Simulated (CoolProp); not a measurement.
A single-stage vapour-compression cycle with R245fa: evaporating at 315.15 K (dew point), condensing at 348.15 K (bubble point), superheat 5 K, subcooling 2 K, compressor efficiency 0.65, no pressure losses. Each further row changes one setting.

The numbers come from the reference Helmholtz-energy equation of state, Akasaka 2015 in CoolProp.

| case | cooling COP | pressure ratio | discharge temperature (K) | refrigerating effect (kJ/kg) | volumetric capacity (kJ/m³) |
|---|---|---|---|---|---|
| as stated | 5.30 | 2.60 | 355.6 | 142 | 2080 |
| evaporating temperature 320.15 K | 6.50 | 2.21 | 355.1 | 146 | 2480 |
| condensing temperature 343.15 K | 6.44 | 2.28 | 350.6 | 149 | 2180 |
| subcooling 7 K | 5.57 | 2.60 | 355.6 | 149 | 2180 |
| superheat 15 K | 5.41 | 2.60 | 365.6 | 152 | 2130 |
| compressor efficiency 0.55 | 4.48 | 2.60 | 360.1 | 142 | 2080 |
